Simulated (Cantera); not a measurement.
A freely propagating, adiabatic, planar premixed flame of CH₄ : O₂ : N₂ = 1 : 1.67 : 8.17 (molar parts), equivalence ratio 1.2, unburnt at 350 K and 2.40 bar; mixture-averaged transport, grid criteria slope 0.08 and curve 0.16, no radiation.

Detailed kinetics in Cantera: GRI-Mech 3.0 (53 species, 325 reactions). Burning velocities carry a grid error of a few per cent, more on coarse grids.

Question: What does this change do: inlet temperature 350 to 423 K?

Answer: 
| quantity | before | after |
|---|---|---|
| laminar burning velocity | 11.4 cm/s | 18.9 cm/s |
| thermal thickness | 0.550 mm | 0.425 mm |
| peak x(H₂O₂) | 2.24e-5 | 2.10e-5 |
| peak x(CO) | 0.0426 | 0.0444 |
| peak x(H) | 0.00195 | 0.00269 |
| peak x(C₂H₂) | 0.000542 | 0.000519 |

Question: What does this change do: 0.17 parts CO2 added?

Answer: 
```
quantity                     before      after
------------------------  ---------  ---------
laminar burning velocity  11.4 cm/s  9.54 cm/s
thermal thickness          0.550 mm   0.635 mm
peak x(H₂O₂)                2.24e-5    2.10e-5
peak x(CO)                   0.0426     0.0429
peak x(H)                   0.00195    0.00164
peak x(C₂H₂)               0.000542   0.000509
```

Question: What does this change do: 0.2 parts H2 added?

Answer: 
```csv
quantity,before,after
laminar burning velocity,11.4 cm/s,9.64 cm/s
thermal thickness,0.550 mm,0.674 mm
peak x(H₂O₂),2.24e-5,3.30e-5
peak x(CO),0.0426,0.0460
peak x(H),0.00195,0.000962
peak x(C₂H₂),0.000542,0.000793
```
